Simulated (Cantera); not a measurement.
Thermodynamics of carbothermic reduction, feed SiO2 + CH4 + H2

A closed system holds: 1 mol SiO2, 0.55 mol CH4, 8.5 mol H2, at 0.000230 bar.

Method: chemical equilibrium by Gibbs-energy minimisation in Cantera with the NASA 1993 tables (ideal gas, pure condensed phases). Candidate condensed phases: C, C6H6, C7H8, C8H18, H2O, Si, SiC, SiO2; 123 gas species. Mutual solubility and eutectic melting of coexisting phases are not modelled. The tables hold silica as quartz up to 1696 K and as liquid above; real silica turns to tridymite and cristobalite and melts near 1996 K. Rates play no part.

From 1000 K to 1100 K the condensed part is C(graphite) + SiC(s) + SiO2(β-quartz). From 1150 K to 1300 K the condensed part is SiC(s) + SiO2(β-quartz). The main Si-bearing gas is SiO throughout.

```tsv
T (K)	log p H2	log p CO	log p SiO	log p H	n C(graphite)	n SiC(s)	n SiO2(β-quartz)
1000	-3.64	-6.90	-10.99	-10.46	0.542	0.00261	0.997
1050	-3.64	-6.15	-10.03	-9.91	0.505	0.0149	0.985
1100	-3.64	-5.46	-9.17	-9.41	0.330	0.0732	0.927
1150	-3.65	-5.07	-8.30	-8.95	0	0.183	0.817
1200	-3.65	-5.07	-7.39	-8.53	0	0.183	0.815
1250	-3.66	-5.07	-6.55	-8.14	0	0.179	0.809
1300	-3.66	-5.05	-5.78	-7.79	0	0.159	0.769
```
log p: log10 of the partial pressure in bar; n: condensed amount in mol.
